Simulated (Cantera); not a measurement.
## Equilibrium for silicon epitaxy and polysilicon growth: SiHCl₃ + HCl + H₂

A closed system holds: 1 mol SiHCl₃, 0.18 mol HCl, 20 mol H₂, at 0.360 bar.

These are equilibrium values from Cantera (NASA tables, ideal gas, pure condensed phases), not measurements of a reactor. Candidate condensed phases: Si; 19 gas species. The tables' values for SiCl₃, SiCl are old estimates; treat these amounts as uncertain. Gases not in the tables: Si₂H₆ and higher silanes. Equilibrium is a limit: real reactors are often held back by kinetics, nucleation or transport.

| T (°C) | log p H₂ | log p HCl | log p SiCl₂ | log p SiCl₃ | n Si(s) | n Si(l) |
|---|---|---|---|---|---|---|
| 1225 | -0.49 | -1.54 | -2.08 | -2.98 | 0.366 | 0 |
| 1250 | -0.49 | -1.54 | -2.06 | -3.02 | 0.363 | 0 |
| 1275 | -0.49 | -1.53 | -2.05 | -3.07 | 0.361 | 0 |
| 1300 | -0.49 | -1.53 | -2.04 | -3.12 | 0.358 | 0 |
| 1325 | -0.50 | -1.53 | -2.02 | -3.17 | 0.355 | 0 |
| 1350 | -0.50 | -1.53 | -2.02 | -3.22 | 0.352 | 0 |
| 1375 | -0.50 | -1.53 | -2.01 | -3.27 | 0.348 | 0 |
| 1400 | -0.50 | -1.53 | -2.00 | -3.32 | 0.345 | 0 |
| 1425 | -0.50 | -1.52 | -2.00 | -3.37 | 0 | 0.347 |
| 1450 | -0.50 | -1.52 | -2.00 | -3.42 | 0 | 0.357 |
| 1475 | -0.50 | -1.51 | -2.01 | -3.47 | 0 | 0.367 |
| 1500 | -0.50 | -1.51 | -2.01 | -3.52 | 0 | 0.377 |
log p: log10 of the partial pressure in bar; n: condensed amount in mol.

From 1225 °C to 1400 °C the condensed part is Si(s). From 1425 °C to 1500 °C the condensed part is Si(l). The main Si-bearing gas is SiCl₂ throughout. The share of Si in condensed phases is highest at 1500 °C (37.7 %) and lowest at 1400 °C (34.5 %).
